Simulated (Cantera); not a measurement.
Feed: 1 mol FeS, 1 mol SO₃, 7.2 mol O₂, at 1825 K.

Method: chemical equilibrium by Gibbs-energy minimisation in Cantera with the NASA 1993 tables (ideal gas, pure condensed phases). Candidate condensed phases: Fe, FeO, FeS, FeSO₄, FeS₂, Fe₂O₃, Fe₂(SO₄)₃, Fe₃O₄, S; 12 gas species. Rates play no part.

Task: At 88.0 mbar, list the 5 most abundant gas species with their mole fractions, and the condensed phases.

Result: O₂ 0.751, SO₂ 0.248, SO₃ 0.000616, O 0.000449, SO 2.52e-5. Condensed: Fe₃O₄(s).
